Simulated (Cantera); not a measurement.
A Cantera script and its output.

```python
import numpy as np
import cantera as ct

gas = ct.Solution("gri30.yaml")
gas.TPX = 523, 100000, {'CH4': 1, 'O2': 2.78, 'N2': 11.4, 'H2O': 0.026}
inlet = ct.Reservoir(gas, clone=True)
gas.equilibrate("HP")  # start burning
reactor = ct.IdealGasConstPressureReactor(gas, energy="on", clone=False)
exhaust = ct.Reservoir(gas, clone=True)
tau = [0.13, 0.044, 0.015, 0.0052, 0.0018, 0.00061, 0.00021, 7.1e-05, 2.4e-05, 8.3e-06][0]
for a, b in ((inlet, reactor), (reactor, exhaust)):
    ct.MassFlowController(a, b, mdot=lambda t: reactor.mass / tau)
net = ct.ReactorNet([reactor])
show = ['CH4', 'O2', 'CH2O', 'CH3', 'C2H6', 'NO2', 'N2O']

rows = []
print(f"{'tau/s':>10s}{'T/K':>9s}" + "".join(f"{s:>11s}" for s in show))
for tau in [0.13, 0.044, 0.015, 0.0052, 0.0018, 0.00061, 0.00021, 7.1e-05, 2.4e-05, 8.3e-06]:
    net.initial_time = 0.0
    net.advance(30 * tau)
    before = gas.X
    net.advance(40 * tau)
    drift = np.max(np.abs(gas.X - before) / (gas.X + 1e-9))
    rows.append([gas.T, *gas[show].X, drift])
    print(f"{tau:10.3e}{gas.T:9.1f}" + "".join(f"{x:11.3e}" for x in gas[show].X))
```

Result:

```
     tau/s      T/K        CH4         O2       CH2O        CH3       C2H6        NO2        N2O
 1.300e-01   1952.8  5.263e-06  5.107e-02  6.698e-07  1.628e-06  2.052e-11  1.100e-07  2.766e-07
 4.400e-02   1944.9  1.130e-05  5.121e-02  1.513e-06  3.362e-06  7.375e-11  6.584e-08  3.619e-07
 1.500e-02   1929.9  2.290e-05  5.152e-02  3.198e-06  6.344e-06  2.129e-10  4.012e-08  4.174e-07
 5.200e-03   1903.8  4.582e-05  5.220e-02  6.478e-06  1.149e-05  5.714e-10  2.372e-08  3.988e-07
 1.800e-03   1861.3  9.542e-05  5.352e-02  1.308e-05  2.114e-05  1.681e-09  1.411e-08  3.365e-07
 6.100e-04   1796.2  2.222e-04  5.604e-02  2.800e-05  4.214e-05  6.700e-09  8.448e-09  2.696e-07
 2.100e-04   1703.2  6.373e-04  6.128e-02  6.931e-05  9.901e-05  5.032e-08  4.633e-09  2.094e-07
 7.100e-05    523.0  6.576e-02  1.828e-01 -2.195e-16 -8.109e-18 -1.298e-16 -1.396e-19 -1.711e-20
 2.400e-05    523.0  6.576e-02  1.828e-01  8.281e-20  4.484e-21  4.896e-20  5.264e-23  6.453e-24
 8.300e-06    523.0  6.576e-02  1.828e-01  4.926e-21  7.302e-22  2.913e-21  3.132e-24  3.839e-25
```

Model: GRI-Mech 3.0 (53 species, 325 reactions), integrated in Cantera.
